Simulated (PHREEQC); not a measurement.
A made-up water analysis in mmol/kgw, 75 °C, pH 5.74, pe 8.3: Na 0.07; K 0.00649; Ca 0.0674; Mg 0.0392; Cl 0.0817; S(6) 0.0478; Alkalinity (meq/kgw) 0.103; O(0) (counted as O atoms) 0.000712; F 5.57e-05; Cd 0.000192; N(5) 0.00504; B 4.78e-05.

Valence states are taken as typed.

Model: ion-association model, wateq4f.dat, run in PHREEQC.

Precipitation was switched off in this run.

Question: What charge-balance error does the model give?

Answer: charge-balance error 0.8 %.

Question: In which forms is Ca present?

Answer: Ca+2 99 %, CaSO4 1.1 % of the Ca.

Species that the database lacks are ignored. Away from 25 °C the constants follow the database's enthalpies or fits; those with neither stay at their 25 °C values. Real BF4- forms and hydrolyses slowly; the run takes it at equilibrium.
